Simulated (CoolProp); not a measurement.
C2F6 (R116) at 298.15 K and 1.93 MPa flows at 3.7 m/s in a round tube of 10 mm bore and 0.25 µm roughness, fully developed (64/Re and Nu = 3.66 if laminar; Colebrook and Gnielinski if turbulent). Each further row changes one setting.

Model: reference Helmholtz-energy equation of state, Lemmon 2006, in CoolProp. It is a short technical equation, of lower accuracy than the large ones.

```tsv
case	Reynolds number	Darcy friction factor	pressure drop (Pa/m)	heat-transfer coefficient (W/(m² K))	mass flow (kg/h)
as stated	346000	?	?	942	?
velocity 7.4 m/s	692000	0.0128	?	?	296
diameter 20 mm	692000	0.0126	612	828	?
```

**Question.** Fill in the missing entries.

**Answer.** 
- as stated, Darcy friction factor: 0.0144
- as stated, pressure drop (Pa/m): 1390
- as stated, mass flow (kg/h): 148
- velocity 7.4 m/s, pressure drop (Pa/m): 4980
- velocity 7.4 m/s, heat-transfer coefficient (W/(m² K)): 1680
- diameter 20 mm, mass flow (kg/h): 592

Viscosity comes from a separate model (Huber 2003), an estimate that may be off by 10 % or more. Thermal conductivity comes from a separate model (Huber 2003), an estimate that may be off by 10 % or more.
